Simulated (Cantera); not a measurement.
Cantera run:

```python
import numpy as np
import cantera as ct

gas_names = """
    Br Br2 H HBr H2 N NH NH2 NH3 N2 N2H2 N2H4 Si SiBr SiBr2 SiBr3 SiBr4 SiH SiHBr3 SiH2 SiH2Br2 SiH3
    SiH3Br SiH4 SiN Si2 Si2N Si3
""".split()
cond_names = """
    Br2(cr) Br2(L) Si(cr) Si(L) Si3N4(a)
""".split()


# ... load() reads the species with a 1 bar reference pressure and builds the phases ...
atoms = {
    'Si': {'Si': 1},
    'HBr': {'H': 1, 'Br': 1},
    'N2': {'N': 2},
}
top_T = {'Si3N4(a)': 2400}  # K; cautious upper limits of use, not melting points


# ... equilibrate(T, P, feed) seeds the gas with the atoms and calls Mixture.equilibrate('TP', solver="vcs", rtol=1e-11, max_steps=5000) ...
results = []
feed = {'Si': 1, 'HBr': 4.8, 'N2': 0.31}  # mol
P = 1.2  # Pa
for T in [1223, 1248, 1273, 1298, 1323, 1348, 1373, 1398, 1423, 1448, 1473, 1498, 1523, 1548]:
    mix = equilibrate(T, P, feed)
    results.append((T, P, feed, dict(zip(mix.species_names, mix.species_moles))))

top = {s: max(r[3][s] / sum(r[3][g] for g in gas_names) for r in results) for s in gas_names}
cols = sorted((s for s in top if top[s] > 1e-05), key=lambda s: -top[s])[:7]
seen = [c for c in cond_names if any(r[3].get(c, 0) > 1e-12 for r in results)]
print("log10 of partial pressures in bar; condensed amounts in mol")
print(f"{'T/K':>10s}" + "".join(f"{s[:9]:>10s}" for s in cols + seen))
for T, P, feed, n in results:
    ng = sum(n[g] for g in gas_names)
    print(f"{T:10.4g}" + "".join(f"{np.log10(max(n[s] / ng * P / 1e5, 1e-99)):10.3f}" for s in cols)
          + "".join(f"{n.get(c, 0):10.4g}" for c in seen))
```

Result:

```
log10 of partial pressures in bar; condensed amounts in mol
       T/K       HBr        H2        Br     SiBr2        N2         H      SiBr
      1223    -5.222    -5.592    -6.389    -5.646    -6.144    -9.318   -10.073
      1248    -5.232    -5.586    -6.271    -5.645    -6.147    -9.124    -9.846
      1273    -5.246    -5.578    -6.163    -5.646    -6.150    -8.936    -9.625
      1298    -5.263    -5.567    -6.064    -5.648    -6.153    -8.754    -9.408
      1323    -5.283    -5.555    -5.974    -5.651    -6.157    -8.577    -9.195
      1348    -5.307    -5.542    -5.892    -5.655    -6.162    -8.407    -8.986
      1373    -5.334    -5.529    -5.818    -5.660    -6.166    -8.242    -8.781
      1398    -5.365    -5.514    -5.751    -5.664    -6.171    -8.082    -8.578
      1423    -5.400    -5.500    -5.692    -5.670    -6.177    -7.928    -8.379
      1448    -5.438    -5.487    -5.639    -5.675    -6.182    -7.779    -8.182
      1473    -5.479    -5.474    -5.592    -5.682    -6.187    -7.635    -7.989
      1498    -5.523    -5.462    -5.551    -5.689    -6.193    -7.496    -7.799
      1523    -5.569    -5.452    -5.515    -5.697    -6.199    -7.362    -7.613
      1548    -5.618    -5.444    -5.482    -5.708    -6.205    -7.233    -7.433
```

Method: chemical equilibrium by Gibbs-energy minimisation in Cantera with the NASA 1993 tables (ideal gas, pure condensed phases). The tables' values for SiBr, SiBr3 are old estimates; treat these amounts as uncertain.
